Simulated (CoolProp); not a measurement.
Vapour-liquid equilibrium of n-hexane (1) + p-xylene (2) at 454.8 K; x and y are mole fractions of (1).

The numbers come from the multi-fluid Helmholtz-energy mixture model, Thol 2019 and Zhou 2012; pair parameters Bell 2016 in CoolProp.

| x | bubble pressure (bar) | y at the bubble point | dew pressure at overall composition x (bar) | liquid density (mol/L) |
|---|---|---|---|---|
| 0.05 | 3.421 | 0.193 | ___ | 6.624 |
| 0.2 | ___ | 0.510 | 3.446 | 6.492 |
| 0.35 | 6.614 | 0.671 | ___ | 6.346 |
| 0.5 | ___ | 0.775 | 4.992 | 6.184 |
| 0.65 | 9.589 | 0.853 | 6.362 | 6.004 |
| 0.8 | 11.12 | 0.918 | ___ | ___ |
| 0.95 | 12.79 | 0.979 | ___ | 5.562 |

Question: What belongs in the gaps?

Answer: 
- 0.05, dew pressure at overall composition x (bar): 2.975
- 0.2, bubble pressure (bar): 5.067
- 0.35, dew pressure at overall composition x (bar): 4.084
- 0.5, bubble pressure (bar): 8.105
- 0.8, dew pressure at overall composition x (bar): 8.544
- 0.8, liquid density (mol/L): 5.800
- 0.95, dew pressure at overall composition x (bar): 11.97

No azeotrope shows between x = 0.05 and 0.95.

Pair parameters are fitted to limited data, so mixtures are less certain than the pure fluids. The gap from Raoult's law changes sign with composition, which may be real or a fault of the pair parameters; it wasn't checked against measurements.
